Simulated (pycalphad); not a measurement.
Fe-Ti solution, phase LIQUID, at 1800 K; mixing quantities and activities refer to the pure elements in the same phase at that temperature, stable or not. Over part of the range this solution is metastable.

Source of the numbers: pycalphad with the COST 507 light-alloy database (1999); pressure 1 atm. The database dates from 1999; later assessments differ in places, in temperatures and in the compounds included.

```tsv
x(Ti)	ΔH mix (kJ/mol)	ΔG mix (kJ/mol)	excess S (J/mol/K)	a(Fe)	a(Ti)	stable as one phase?
0.02	-1.32	-2.59	-0.11	0.978	0.000513	yes
0.05	-3.19	-5.68	-0.27	0.939	0.00167	yes
0.1	-6.00	-9.94	-0.51	0.861	0.00501	yes
0.2	-10.49	-16.34	-0.91	0.674	0.0206	yes
0.3	-13.54	-20.53	-1.20	0.482	0.0566	yes
0.4	-15.21	-22.82	-1.37	0.317	0.124	yes
0.5	-15.57	-23.38	-1.42	0.191	0.230	yes
0.6	-14.68	-22.29	-1.37	0.106	0.374	yes
0.7	-12.62	-19.61	-1.20	0.0527	0.543	yes
0.8	-9.44	-15.29	-0.91	0.0227	0.719	yes
0.9	-5.21	-9.15	-0.51	0.00715	0.878	yes
0.95	-2.72	-5.21	-0.27	0.00283	0.944	no: BCC_A2 + LIQUID
0.98	-1.12	-2.38	-0.11	0.000982	0.979	no: BCC_A2
```

BCC_A2 is bcc.
